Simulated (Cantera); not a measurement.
A Cantera script and its output.

```python
import numpy as np
import cantera as ct

gas = ct.Solution("gri30.yaml")
gas.TPX = 1450, 1333, {'CH4': 0.045, 'H2': 1}
reactor = ct.IdealGasConstPressureReactor(gas, energy="off", clone=False)
net = ct.ReactorNet([reactor])
net.rtol, net.atol = 1e-08, 1e-18
show = ['CH4', 'H2', 'C2H', 'C2H4', 'C2H2', 'C2H6']
times = np.geomspace(2e-05, 20, 15)

steps = ct.SolutionArray(gas, extra=["t"])
rows = []
print(f"{'t/s':>10s}{'T/K':>9s}{'P/Pa':>11s}" + "".join(f"{s:>11s}" for s in show))
for t in times:
    while net.time < t:
        t_next = net.step()
        steps.append(gas.state, t=t_next)
    rows.append([np.interp(t, steps.t, y) for y in (steps.T, steps.P, *steps(*show).X.T)])
    print(f"{t:10.3e}{rows[-1][0]:9.1f}{rows[-1][1]:11.4g}" + "".join(f"{x:11.3e}" for x in rows[-1][2:]))
rate = np.gradient(steps.T, steps.t)
print("integrator steps:", len(steps.t))
if steps.T.max() > steps.T[0] + 200:
    print(f"time of steepest temperature rise: {steps.t[rate.argmax()]:.4e} s")
gas.TPX = 1450, 1333, {'CH4': 0.045, 'H2': 1}
gas.equilibrate("TP")
print(f"equilibrium (TP): T = {gas.T:.1f} K  " + "  ".join(f"{s} {gas[s].X[0]:.3e}" for s in show))
```

It prints:

```
       t/s      T/K       P/Pa        CH4         H2        C2H       C2H4       C2H2       C2H6
 2.000e-05   1450.0       1333  4.306e-02  9.569e-01  1.815e-36  1.931e-19  5.313e-25  1.627e-18
 5.365e-05   1450.0       1333  4.306e-02  9.569e-01  4.390e-34  6.769e-18  4.524e-23  3.151e-17
 1.439e-04   1450.0       1333  4.306e-02  9.569e-01  1.180e-31  2.403e-16  4.382e-21  6.148e-16
 3.861e-04   1450.0       1333  4.306e-02  9.569e-01  2.615e-29  6.868e-15  3.554e-19  1.207e-14
 1.036e-03   1450.0       1333  4.306e-02  9.569e-01  4.668e-27  1.599e-13  2.341e-17  2.355e-13
 2.779e-03   1450.0       1333  4.306e-02  9.569e-01  7.337e-25  3.332e-12  1.366e-15  4.516e-12
 7.455e-03   1450.0       1333  4.306e-02  9.569e-01  1.120e-22  6.622e-11  7.749e-14  8.383e-11
 2.000e-02   1450.0       1333  4.306e-02  9.569e-01  1.769e-20  1.292e-09  4.591e-12  1.440e-09
 5.365e-02   1450.0       1333  4.306e-02  9.569e-01  3.284e-18  2.565e-08  3.197e-10  2.061e-08
 1.439e-01   1450.0       1333  4.304e-02  9.569e-01  7.700e-16  5.282e-07  2.866e-08  1.940e-07
 3.861e-01   1450.0       1333  4.300e-02  9.569e-01  1.531e-13  8.212e-06  2.496e-06  8.909e-07
 1.036e+00   1450.0       1333  4.281e-02  9.570e-01  5.349e-12  3.239e-05  6.267e-05  1.487e-06
 2.779e+00   1450.0       1333  4.224e-02  9.573e-01  2.868e-11  3.719e-05  3.307e-04  1.483e-06
 7.455e+00   1450.0       1333  4.077e-02  9.580e-01  9.033e-11  3.934e-05  1.034e-03  1.395e-06
 2.000e+01   1450.0       1333  3.721e-02  9.599e-01  2.432e-10  4.478e-05  2.736e-03  1.192e-06
integrator steps: 371
equilibrium (TP): T = 1450.0 K  CH4 2.646e-03  H2 9.779e-01  C2H 2.194e-09  C2H4 1.187e-04  C2H2 1.925e-02  C2H6 1.981e-08
```

Cantera simulation using GRI-Mech 3.0 (53 species, 325 reactions); the numbers are that mechanism's predictions, not measurements. GRI-Mech 3.0 stops at C3 and has no aromatics, soot or wall deposition, so with more carbon than oxygen in the feed, carbon stays in small species such as C2H2 where larger ones or solid carbon would form. Radical loss at walls, strong at low pressure, is not modelled.
